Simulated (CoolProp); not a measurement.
n-nonane along the isobar 2.39 MPa: fugacity coefficient from the reference equation and from simpler models built on Tc = 594.5 K, pc = 2.282 MPa, ω = 0.443; each cubic takes its own stable root.

Values from CoolProp's reference Helmholtz-energy equation of state, Lemmon 2006. It is a short technical equation, of lower accuracy than the large ones.

```
T (K)          phase  reference  Redlich-Kwong  Soave-Redlich-Kwong
-----  -------------  ---------  -------------  -------------------
513.8         liquid     0.2576         0.3491               0.2714
519.9         liquid     0.2806         0.3705               0.2957
526.1         liquid     0.3050            [?]               0.3214
532.2         liquid     0.3301         0.4150               0.3477
538.4         liquid     0.3566         0.4378               0.3754
544.6         liquid     0.3840            [?]               0.4040
550.7         liquid     0.4118         0.4839               0.4328
556.9         liquid     0.4408         0.5072               0.4626
563           liquid     0.4700         0.5302               0.4924
569.2         liquid     0.5003         0.5534                  [?]
575.4         liquid     0.5309         0.5764               0.5536
581.5         liquid     0.5611         0.5987               0.5833
587.7         liquid     0.5918         0.6206               0.6128
593.8         liquid     0.6212            [?]                  [?]
600    supercritical     0.6468         0.6596               0.6635
```

Problem. Complete the blanks.

Solution. 
- 526.1, Redlich-Kwong: 0.3927
- 544.6, Redlich-Kwong: 0.4610
- 569.2, Soave-Redlich-Kwong: 0.5230
- 593.8, Redlich-Kwong: 0.6411
- 593.8, Soave-Redlich-Kwong: 0.6403
